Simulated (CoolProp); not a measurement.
500 sccm (0 °C, 1 atm) of nitrogen bubbles through liquid water at 358.3 K and leaves saturated at a total pressure of 0.15 MPa (ideal gas phase). Each further row changes one setting.

The numbers come from the reference Helmholtz-energy equation of state, Wagner 2002 in CoolProp.

| case | vapour pressure (kPa) | mole fraction of vapour | delivery (mg/min) | delivery (sccm) | change of delivery for a bath 1 K warmer (%) |
|---|---|---|---|---|---|
| as stated | 58.2 | 0.388 | 255 | 317 | 6.7 |
| bath temperature 363.3 K | 70.6 | 0.471 | 357 | 444 | 7.5 |
| total pressure 0.3 MPa | 58.2 | 0.194 | 96.7 | 120 | 5.0 |
